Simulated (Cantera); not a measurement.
Feed: 1 mol borazine, 2.4 mol O2, a varied amount of H2O, at 627 °C and 0.110 bar.

Cantera equilibrium calculation (NASA polynomials, part measured and part estimated; ideal gas, pure solids and liquids). Candidate condensed phases: B, BN, B2O3, B3O3H3, H2O; 39 gas species. The feed counts by its element totals alone. Gases not in the tables: H3BO3. Kinetics and transport are ignored.

x: gas mole fraction; n: condensed amount in mol.

```json
[
 {"n(H2O) (mol)": "0.11", "x H2O": "0.0883", "x H2": "0.586", "x N2": "0.325", "x (HBO2)3": "0.000421", "x NH3": "3.41e-5", "x HBO2": "2.26e-6", "n B2O3(l)": "1.50"},
 {"n(H2O) (mol)": "0.17", "x H2O": "0.0999", "x H2": "0.578", "x N2": "0.321", "x (HBO2)3": "0.000506", "x NH3": "3.32e-5", "x HBO2": "2.40e-6", "n B2O3(l)": "1.50"},
 {"n(H2O) (mol)": "0.26", "x H2O": "…", "x H2": "0.567", "x N2": "0.315", "x (HBO2)3": "…", "x NH3": "3.20e-5", "x HBO2": "2.60e-6", "n B2O3(l)": "1.50"},
 {"n(H2O) (mol)": "0.4", "x H2O": "0.142", "x H2": "0.551", "x N2": "0.306", "x (HBO2)3": "0.000854", "x NH3": "3.02e-5", "x HBO2": "2.86e-6", "n B2O3(l)": "1.49"},
 {"n(H2O) (mol)": "0.63", "x H2O": "…", "x H2": "0.527", "x N2": "0.293", "x (HBO2)3": "…", "x NH3": "…", "x HBO2": "…", "n B2O3(l)": "1.49"},
 {"n(H2O) (mol)": "0.97", "x H2O": "0.230", "x H2": "0.494", "x N2": "0.274", "x (HBO2)3": "0.00176", "x NH3": "2.42e-5", "x HBO2": "3.65e-6", "n B2O3(l)": "1.49"},
 {"n(H2O) (mol)": "1.5", "x H2O": "0.297", "x H2": "0.451", "x N2": "0.250", "x (HBO2)3": "0.00259", "x NH3": "2.02e-5", "x HBO2": "4.14e-6", "n B2O3(l)": "1.48"},
 {"n(H2O) (mol)": "2.3", "x H2O": "0.377", "x H2": "0.398", "x N2": "0.221", "x (HBO2)3": "0.00372", "x NH3": "1.57e-5", "x HBO2": "4.67e-6", "n B2O3(l)": "1.46"},
 {"n(H2O) (mol)": "3.6", "x H2O": "0.475", "x H2": "0.334", "x N2": "0.186", "x (HBO2)3": "0.00524", "x NH3": "1.11e-5", "x HBO2": "5.24e-6", "n B2O3(l)": "1.44"},
 {"n(H2O) (mol)": "5.6", "x H2O": "0.576", "x H2": "0.268", "x N2": "0.149", "x (HBO2)3": "0.00700", "x NH3": "7.15e-6", "x HBO2": "5.77e-6", "n B2O3(l)": "1.39"},
 {"n(H2O) (mol)": "8.7", "x H2O": "0.672", "x H2": "0.205", "x N2": "0.114", "x (HBO2)3": "0.00882", "x NH3": "4.19e-6", "x HBO2": "6.23e-6", "n B2O3(l)": "1.33"}
]
```

Task: Complete the blanks.

Result: 
- 0.63, x H2O: 0.180
- 0.63, x (HBO2)3: 0.00122
- 0.63, x NH3: 2.75e-5
- 0.63, x HBO2: 3.22e-6
- 0.26, x H2O: 0.117
- 0.26, x (HBO2)3: 0.000639
